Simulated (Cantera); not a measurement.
Charge: 1 mol Fe(CO)₅, 7.8 mol CO, 5.5 mol H₂, equilibrated at 1575 K.

Method: chemical equilibrium by Gibbs-energy minimisation in Cantera with the NASA 1993 tables (ideal gas, pure condensed phases). Candidate condensed phases: C, C₆H₆, C₇H₈, C₈H₁₈, Fe, Fe(CO)₅, FeO, Fe(OH)₂, Fe(OH)₃, Fe₂O₃, Fe₃O₄, H₂O; 114 gas species. Iron dissolves carbon and melts from about 1420 K in contact with it, which pure phases cannot show. Condensed phases not in the tables: cementite and carbon dissolved in iron. The numbers say what is thermodynamically allowed, not how fast it happens.

Task: At 10.0 bar, list the 5 most abundant gas species with their mole fractions, and the condensed phases.

Result: CO 0.698, H₂ 0.297, H₂O 0.00213, CO₂ 0.00172, CH₄ 0.00160. Condensed: C(graphite) + Fe(γ).
